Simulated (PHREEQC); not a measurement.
Consider water at 20 °C with 2.2 mmol/kgw HF, 0.032 mmol/kgw KF, 1.6 mmol/kgw H4SiO4 and 54 mmol/kgw HCl. Closed to the air; pH follows from the charge balance.

Computed with PHREEQC (ion-association model, phreeqc.dat).

```csv
quantity,before,after
pH,1.34,1.62
HF2- (mol/kgw),2.83e-7,1.52e-7
SI of SiO2(a) (SiO2),-0.05,-0.34
```

Question: Which change was made?
A. 0.0057 mol/kgw ZnBr2 added
B. diluted 2-fold with water
C. H4SiO4 replaced by Na2SiF6 at the same molality
D. temperature from 20 to 50 °C
E. diluted 5-fold with water

Answer: B, diluted 2-fold with water

This is a speciation only: nothing precipitates in the calculation. Some of these states are supersaturated (in Quartz (slow to form), Chalcedony (slow to form), for instance). SiF6-2 is the database's only silicon fluoride.
